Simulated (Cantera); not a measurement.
Ammonia decomposition in nitride growth gas

An isothermal, constant-pressure homogeneous reactor starts with 6.66 % NH3, 93.2 % H2, 0.120 % N2, at 2098 K and 0.133 bar.

Model: the gas-phase N/H chemistry of the illustrative SiF4/NH3 mechanism in the Surface Chemkin manual (1991), integrated in Cantera. Walls and surfaces, which speed up NH3 decomposition in real reactors, are not modelled.

```json
[
 {"t (s)": "0.000200", "x NH3": "0.0666", "x H2": "0.932", "x NH": "6.20e-8", "x N2": "0.00120", "x NH2": "2.10e-5"},
 {"t (s)": "0.000690", "x NH3": "0.0665", "x H2": "0.932", "x NH": "7.31e-7", "x N2": "0.00120", "x NH2": "7.15e-5"},
 {"t (s)": "0.00238", "x NH3": "0.0662", "x H2": "0.931", "x NH": "7.08e-6", "x N2": "0.00126", "x NH2": "0.000223"},
 {"t (s)": "0.00820", "x NH3": "0.0633", "x H2": "0.932", "x NH": "1.52e-5", "x N2": "0.00255", "x NH2": "0.000320"},
 {"t (s)": "0.0283", "x NH3": "0.0529", "x H2": "0.938", "x NH": "1.45e-5", "x N2": "0.00741", "x NH2": "0.000286"},
 {"t (s)": "0.0975", "x NH3": "0.0283", "x H2": "0.950", "x NH": "1.22e-5", "x N2": "0.0190", "x NH2": "0.000191"},
 {"t (s)": "0.336", "x NH3": "0.00198", "x H2": "0.961", "x NH": "5.60e-6", "x N2": "0.0313", "x NH2": "3.40e-5"},
 {"t (s)": "1.16", "x NH3": "4.92e-5", "x H2": "0.959", "x NH": "3.19e-7", "x N2": "0.0322", "x NH2": "1.28e-6"},
 {"t (s)": "4.00", "x NH3": "1.02e-5", "x H2": "0.959", "x NH": "6.66e-8", "x N2": "0.0322", "x NH2": "2.67e-7"}
]
```
x: mole fraction; the columns are a selection and need not sum to one.

Equilibrium at this temperature and pressure: NH3 3.86e-7, H2 0.959, NH 2.51e-9, N2 0.0322, NH2 1.01e-8 (gas phase only).
